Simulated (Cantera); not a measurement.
# Adiabatic ignition

An adiabatic, constant-volume homogeneous reactor starts with 4.13 % CH4, 0.223 % C2H6, 20.1 % O2, 75.6 % N2, equivalence ratio 0.45, at 1198 K and 760 Torr.

Cantera simulation using GRI-Mech 3.0 (53 species, 325 reactions); the numbers are that mechanism's predictions, not measurements.

| t (s) | T (K) | P (bar) | x CH4 | x C2H6 | x O2 | x H2O2 | x C2H | x H2O |
|---|---|---|---|---|---|---|---|---|
| 7.00e-6 | 1198 | 1.01 | 0.0413 | 0.00223 | 0.201 | 2.48e-12 | <1e-12 | 1.31e-10 |
| 2.46e-5 | 1198 | 1.01 | 0.0413 | 0.00223 | 0.201 | 3.12e-11 | <1e-12 | 1.85e-9 |
| 8.64e-5 | 1198 | 1.01 | 0.0413 | 0.00223 | 0.201 | 4.10e-10 | <1e-12 | 2.39e-8 |
| 0.000303 | 1198 | 1.01 | 0.0413 | 0.00223 | 0.201 | 5.81e-9 | <1e-12 | 3.17e-7 |
| 0.00107 | 1198 | 1.01 | 0.0413 | 0.00223 | 0.201 | 8.51e-8 | <1e-12 | 5.70e-6 |
| 0.00374 | 1199 | 1.01 | 0.0411 | 0.00219 | 0.201 | 8.26e-7 | <1e-12 | 0.000218 |
| 0.0131 | 2354 | 2.00 | <1e-12 | <1e-12 | 0.108 | 2.00e-7 | <1e-12 | 0.0853 |
| 0.0462 | 2340 | 1.99 | <1e-12 | <1e-12 | 0.105 | 1.91e-7 | <1e-12 | 0.0855 |
| 0.162 | 2331 | 1.98 | <1e-12 | <1e-12 | 0.103 | 1.85e-7 | <1e-12 | 0.0857 |
| 0.569 | 2330 | 1.98 | <1e-12 | <1e-12 | 0.103 | 1.85e-7 | <1e-12 | 0.0857 |
| 2.00 | 2330 | 1.98 | <1e-12 | <1e-12 | 0.103 | 1.85e-7 | <1e-12 | 0.0857 |
x: mole fraction; the columns are a selection and need not sum to one.

* **time of steepest temperature rise**: 8.35 ms
* **temperature at 2.00 s**: 2330 K
* **equilibrium temperature**: 2330 K
* **x(CH4) at 2.00 s**: <1e-12 (gas-phase equilibrium <1e-12)
* **x(C2H6) at 2.00 s**: <1e-12 (gas-phase equilibrium <1e-12)
* **x(O2) at 2.00 s**: 0.103 (gas-phase equilibrium 0.103)
